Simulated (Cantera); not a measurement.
A Cantera script and its output.

```python
import numpy as np
import cantera as ct

gas = ct.Solution("gri30.yaml")
gas.TPX = 1625, 110000, {'C2H6': 1, 'H2': 14}
reactor = ct.IdealGasConstPressureReactor(gas, energy="off", clone=False)
net = ct.ReactorNet([reactor])
net.rtol, net.atol = 1e-08, 1e-18
show = ['C2H6', 'H2', 'CH4', 'C2H4', 'H', 'C2H2']
times = np.geomspace(0.0002, 80, 15)

steps = ct.SolutionArray(gas, extra=["t"])
rows = []
print(f"{'t/s':>10s}{'T/K':>9s}{'P/Pa':>11s}" + "".join(f"{s:>11s}" for s in show))
for t in times:
    while net.time < t:
        t_next = net.step()
        steps.append(gas.state, t=t_next)
    rows.append([np.interp(t, steps.t, y) for y in (steps.T, steps.P, *steps(*show).X.T)])
    print(f"{t:10.3e}{rows[-1][0]:9.1f}{rows[-1][1]:11.4g}" + "".join(f"{x:11.3e}" for x in rows[-1][2:]))
rate = np.gradient(steps.T, steps.t)
print("integrator steps:", len(steps.t))
if steps.T.max() > steps.T[0] + 200:
    print(f"time of steepest temperature rise: {steps.t[rate.argmax()]:.4e} s")
gas.TPX = 1625, 110000, {'C2H6': 1, 'H2': 14}
gas.equilibrate("TP")
print(f"equilibrium (TP): T = {gas.T:.1f} K  " + "  ".join(f"{s} {gas[s].X[0]:.3e}" for s in show))
```

It prints:

```
       t/s      T/K       P/Pa       C2H6         H2        CH4       C2H4          H       C2H2
 2.000e-04   1625.0    1.1e+05  1.539e-04  9.087e-01  5.522e-02  2.321e-02  1.190e-04  1.239e-02
 5.025e-04   1625.0    1.1e+05  4.968e-05  9.091e-01  5.527e-02  1.850e-02  7.337e-05  1.693e-02
 1.263e-03   1625.0    1.1e+05  3.151e-05  9.095e-01  5.518e-02  1.193e-02  6.713e-05  2.318e-02
 3.173e-03   1625.0    1.1e+05  1.856e-05  9.100e-01  5.500e-02  5.343e-03  6.411e-05  2.947e-02
 7.973e-03   1625.0    1.1e+05  1.396e-05  9.103e-01  5.472e-02  2.988e-03  6.295e-05  3.182e-02
 2.003e-02   1625.0    1.1e+05  1.362e-05  9.107e-01  5.409e-02  2.906e-03  6.300e-05  3.218e-02
 5.034e-02   1625.0    1.1e+05  1.330e-05  9.115e-01  5.269e-02  2.953e-03  6.325e-05  3.275e-02
 1.265e-01   1625.0    1.1e+05  1.272e-05  9.129e-01  5.005e-02  3.044e-03  6.374e-05  3.383e-02
 3.178e-01   1625.0    1.1e+05  1.204e-05  9.148e-01  4.669e-02  3.159e-03  6.441e-05  3.521e-02
 7.986e-01   1625.0    1.1e+05  1.170e-05  9.158e-01  4.489e-02  3.222e-03  6.479e-05  3.594e-02
 2.007e+00   1625.0    1.1e+05  1.167e-05  9.159e-01  4.472e-02  3.227e-03  6.483e-05  3.601e-02
 5.043e+00   1625.0    1.1e+05  1.167e-05  9.159e-01  4.472e-02  3.227e-03  6.483e-05  3.601e-02
 1.267e+01   1625.0    1.1e+05  1.167e-05  9.159e-01  4.472e-02  3.227e-03  6.483e-05  3.601e-02
 3.184e+01   1625.0    1.1e+05  1.167e-05  9.159e-01  4.472e-02  3.227e-03  6.483e-05  3.601e-02
 8.000e+01   1625.0    1.1e+05  1.167e-05  9.159e-01  4.472e-02  3.227e-03  6.483e-05  3.601e-02
integrator steps: 988
equilibrium (TP): T = 1625.0 K  C2H6 1.167e-05  H2 9.159e-01  CH4 4.472e-02  C2H4 3.227e-03  H 6.483e-05  C2H2 3.601e-02
```

Detailed kinetics in Cantera: GRI-Mech 3.0 (53 species, 325 reactions). GRI-Mech 3.0 stops at C3 and has no aromatics, soot or wall deposition, so with more carbon than oxygen in the feed, carbon stays in small species such as C2H2 where larger ones or solid carbon would form.
